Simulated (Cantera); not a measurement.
CaO + HBr + O2 (oxide etching and cleaning by halides)

Feed: 1 mol CaO, 3.8 mol HBr, 9.3 mol O2, at 1302 °C.

Method: chemical equilibrium by Gibbs-energy minimisation in Cantera with the NASA 1993 tables (ideal gas, pure condensed phases). Candidate condensed phases: Br2, Ca, CaBr2, CaO, Ca(OH)2, H2O; 19 gas species. Kinetics and transport are ignored.

```
P (Pa)   x O2   x Br  x H2O     x Br2    x HBr   x CaBr2  n CaO(s)
------  -----  -----  -----  --------  -------  --------  --------
1       0.593  0.265  0.131   3.68e-6  0.00428  0.000313     0.996
6.80    0.596  0.262  0.131   2.44e-5  0.00682  0.000796     0.989
46      0.599  0.256  0.130  0.000158   0.0107   0.00197     0.972
320     0.605  0.245  0.128   0.00100   0.0164   0.00471     0.934
2200    0.615  0.220  0.125   0.00558   0.0236   0.00994     0.863
15000   0.632  0.173  0.125    0.0234   0.0297    0.0158     0.787
100000  0.655  0.108  0.130    0.0609   0.0302    0.0156     0.796
```
x: gas mole fraction; n: condensed amount in mol.

From 1.00e-5 bar to 1.00 bar the condensed part is CaO(s). The main Ca-bearing gas is CaBr2 throughout. The share of Ca in condensed phases is highest at 1.00e-5 bar (99.6 %) and lowest at 0.150 bar (78.7 %).
